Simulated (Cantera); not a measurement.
Input: 1 mol V2O3, 31 mol H2, held at 1700 K and 63.0 Pa.

Equilibrium computed with Cantera from the NASA thermochemical tables; the gas is ideal and each condensed phase is pure. Candidate condensed phases: H2O, V, VO, V2O3, V2O4, V2O5; 12 gas species. Mutual solubility and eutectic melting of coexisting phases are not modelled. VO: taken at fixed stoichiometry. Condensed phases not in the tables: the oxides between V2O3 and V2O5 other than VO2. Rates play no part.

Base state: H2 0.984, H2O 0.00958, H 0.00582, VO2 8.66e-5, VO 1.24e-5 (mole fractions); condensed: VO(s) + V2O3(s).

### Question
What changes in the equilibrium state with this change: pressure from 63.0 Pa to 10.0 mbar?

### Answer
| species | before | after |
|---|---|---|
| H2 | 0.984 | 0.989 |
| H2O | 0.00958 | 0.00962 |
| H | 0.00582 | 0.00147 |
| VO2 | 8.66e-5 | 5.45e-6 |
| VO | 1.24e-5 | 7.78e-7 |
| VO(s), mol | 0.598 | 0.597 |
| V2O3(s), mol | 0.699 | 0.701 |

### Question
What changes in the equilibrium state with this change: temperature from 1700 K to 2100 K?

### Answer
| species | before | after |
|---|---|---|
| H2 | 0.984 | 0.843 |
| H | 0.00582 | 0.114 |
| VO2 | 8.66e-5 | 0.0215 |
| VO | 1.24e-5 | 0.0127 |
| V | 1.07e-7 | 0.000775 |
| O | 1.39e-8 | 1.30e-5 |
| OH | 2.93e-6 | 0.000135 |
| H2O | 0.00958 | 0.00839 |
| VO(s), mol | 0.598 | 0 |
| V2O3(s), mol | 0.699 | 0 |
| VO(l), mol | 0 | 0.807 |
